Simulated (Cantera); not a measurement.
What does this Cantera script print?

```python
import numpy as np
import cantera as ct

gas_names = """
    H HO2 H2 H2O H2O2 H2S H2SO4 O OH O2 O3 S SH SO SO2 SO3 S2 S2O S8
""".split()
cond_names = """
    H2O(s) H2O(L) H2SO4(L) S(cr1) S(cr2) S(L)
""".split()


# ... load() reads the species with a 1 bar reference pressure and builds the phases ...
atoms = {
    'H2S': {'H': 2, 'S': 1},
    'H2O': {'H': 2, 'O': 1},
    'H2': {'H': 2},
}
top_T = {}  # K; cautious upper limits of use, not melting points


# ... equilibrate(T, P, feed) seeds the gas with the atoms and calls Mixture.equilibrate('TP', solver="vcs", rtol=1e-11, max_steps=5000) ...
results = []
feed = {'H2S': 1, 'H2O': 0.036, 'H2': 0.088}  # mol
P = 1000  # Pa
for T in [975, 1175, 1375, 1575, 1775, 1975, 2175, 2375, 2575, 2775]:
    mix = equilibrate(T, P, feed)
    results.append((T, P, feed, dict(zip(mix.species_names, mix.species_moles))))

top = {s: max(r[3][s] / sum(r[3][g] for g in gas_names) for r in results) for s in gas_names}
cols = sorted((s for s in top if top[s] > 0.001), key=lambda s: -top[s])[:9]
seen = [c for c in cond_names if any(r[3].get(c, 0) > 1e-12 for r in results)]
print("log10 of partial pressures in bar; condensed amounts in mol")
print(f"{'T/K':>10s}" + "".join(f"{s[:9]:>10s}" for s in cols + seen))
for T, P, feed, n in results:
    ng = sum(n[g] for g in gas_names)
    print(f"{T:10.4g}" + "".join(f"{np.log10(max(n[s] / ng * P / 1e5, 1e-99)):10.3f}" for s in cols)
          + "".join(f"{n.get(c, 0):10.4g}" for c in seen))
```

Output:

```
log10 of partial pressures in bar; condensed amounts in mol
       T/K       H2S        H2         H        S2         S        SH       H2O        SO        OH
       975    -2.132    -2.746   -10.315    -3.279   -10.089    -6.199    -3.518    -9.367   -13.828
      1175    -2.374    -2.410    -8.117    -2.792    -7.874    -5.108    -3.571    -7.789   -11.434
      1375    -2.727    -2.265    -6.598    -2.618    -6.386    -4.467    -3.616    -6.664    -9.694
      1575    -3.085    -2.214    -5.488    -2.561    -5.311    -4.055    -3.642    -5.792    -8.356
      1775    -3.402    -2.199    -4.638    -2.549    -4.493    -3.764    -3.666    -5.111    -7.311
      1975    -3.681    -2.200    -3.964    -2.562    -3.851    -3.552    -3.718    -4.596    -6.502
      2175    -3.946    -2.222    -3.422    -2.611    -3.345    -3.407    -3.826    -4.241    -5.899
      2375    -4.241    -2.278    -2.990    -2.723    -2.960    -3.342    -4.011    -4.037    -5.473
      2575    -4.621    -2.393    -2.657    -2.944    -2.697    -3.385    -4.272    -3.965    -5.183
      2775    -5.136    -2.593    -2.422    -3.311    -2.561    -3.562    -4.600    -3.995    -4.990
```

These are equilibrium values from Cantera (NASA tables, ideal gas, pure condensed phases), not measurements of a reactor. Gases not in the tables: S3 to S7.
